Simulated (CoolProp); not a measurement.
Vapour-liquid equilibrium of ethylene (1) + propane (2) at 0.45 MPa; x and y are mole fractions of (1).

Computed with CoolProp (multi-fluid Helmholtz-energy mixture model, Smukala 2000 and Lemmon 2009; pair parameters Bell 2016).

```csv
x,"bubble temperature, mixture model (K)","bubble temperature, Raoult's law (K)","y, mixture model","y, Raoult's law"
0.05,261.4,260.3,0.288,0.337
0.15,245.1,244.4,0.629,0.668
0.25,233.3,233.4,0.790,0.813
0.35,224.8,225.4,0.872,0.887
0.45,218.6,219.1,0.917,0.929
0.55,213.7,214.1,0.945,0.955
0.65,209.8,210.0,0.963,0.972
0.75,206.5,206.5,0.977,0.984
0.85,203.6,203.5,0.987,0.992
0.95,201.0,200.9,0.996,0.998
```

The largest gap from Raoult's law is +1.1 K in bubble temperature, at x = 0.05. No azeotrope shows between x = 0.05 and 0.95.

Pair parameters are fitted to limited data, so mixtures are less certain than the pure fluids. The gap from Raoult's law changes sign with composition, which may be real or a fault of the pair parameters; it wasn't checked against measurements.
